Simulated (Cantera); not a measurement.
# Thermodynamics of silicon carbide growth, feed Si(CH3)4 + C3H8 + H2

Feed: 1 mol Si(CH3)4, 0.037 mol C3H8, 2000 mol H2, at 1248 K.

Method: chemical equilibrium by Gibbs-energy minimisation in Cantera with the NASA 1993 tables (ideal gas, pure condensed phases). Candidate condensed phases: C, C6H6, C7H8, C8H18, Si, SiC; 87 gas species. Equilibrium is a limit: real reactors are often held back by kinetics, nucleation or transport.

From 0.00100 bar to 0.100 bar the condensed part is C(graphite) + SiC(s). From 0.320 bar to 1.00 bar the condensed part is SiC(s).

```tsv
P (Pa)	x H2	x CH4	x H	x C2H2 (acetylene)	x C2H4	x CH3	x SiH4	n C(graphite)	n SiC(s)
100	1.000	1.11e-5	1.48e-5	2.43e-7	1.44e-9	3.19e-9	1.58e-12	3.09	1.00
320	1.000	3.57e-5	8.26e-6	2.43e-7	4.61e-9	5.70e-9	5.07e-12	3.04	1.00
1000	1.000	0.000111	4.67e-6	2.43e-7	1.44e-8	1.01e-8	1.58e-11	2.89	1.00
3200	1.000	0.000357	2.61e-6	2.43e-7	4.61e-8	1.80e-8	5.06e-11	2.39	1.00
10000	0.999	0.00111	1.48e-6	2.43e-7	1.44e-7	3.18e-8	1.58e-10	0.880	1.00
32000	0.998	0.00155	8.25e-7	4.63e-8	8.76e-8	2.49e-8	1.16e-9	0	1.000
100000	0.998	0.00155	4.67e-7	4.74e-9	2.80e-8	1.41e-8	1.13e-8	0	1.000
```
x: gas mole fraction; n: condensed amount in mol.
